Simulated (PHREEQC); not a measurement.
Phosphoric acid bath

A solution holds 0.0025 mol/kgw H3PO4, 0.0001 mol/kgw H2SO4 and 2.8e-06 mol/kgw H4SiO4, at 25 °C. Closed to the air; pH follows from the charge balance.

Model: ion-association model, wateq4f.dat, run in PHREEQC.

Each row changes one thing in this solution. No solid was allowed to form.

| case | pH | ionic strength (mol/kgw) | SO4-2 (mol/kgw) | SI of Quartz (SiO2) |
|---|---|---|---|---|
| as made | 2.69 | 0.00222 | 8.55e-5 | -1.57 |
| diluted 10-fold with water | 3.59 | 0.000271 | 9.77e-6 | -2.57 |
| H3PO4 from 0.0025 to 0.00025 mol/kgw | 3.38 | 0.000528 | 9.63e-5 | -1.57 |
| H2SO4 from 0.0001 to 5e-05 mol/kgw | 2.71 | 0.00210 | 4.30e-5 | -1.57 |
| temperature from 25 to 40 °C | 2.71 | 0.00215 | 8.12e-5 | -1.78 |
| H3PO4 replaced by K3PO4 at the same molality | 11.25 | 0.0106 | 9.67e-5 | -3.06 |
| H2SO4 replaced by ZnSO4 at the same molality | 2.73 | 0.00235 | 8.54e-5 | -1.57 |
| H3PO4 left out | 3.71 | 0.000296 | 9.83e-5 | -1.57 |

H3PO4, which wateq4f.dat lacks, is added to it with the constant of phreeqc.dat. At this temperature some constants are extrapolated from 25 °C, and those without enthalpy data are left unchanged.
